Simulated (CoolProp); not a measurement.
Vapour-liquid equilibrium of methanol (1) + m-xylene (2) at 0.441 MPa; x and y are mole fractions of (1).

Model: multi-fluid Helmholtz-energy mixture model, de Reuck 1993 and Zhou 2012; pair parameters Bell 2016, in CoolProp.

Problem. Give the bubble temperature and the first vapour's composition at x = 0.05, 0.35, 0.65. Is there an azeotrope?

Solution. x = 0.05: 436.3 K, y = 0.565; x = 0.35: 391.2 K, y = 0.879; x = 0.65: 386.4 K, y = 0.907. No azeotrope shows between x = 0.05 and 0.95.

Pair parameters are fitted to limited data, so mixtures are less certain than the pure fluids. With so large a gap from Raoult's law the liquid may split in two, which this calculation doesn't test in full.
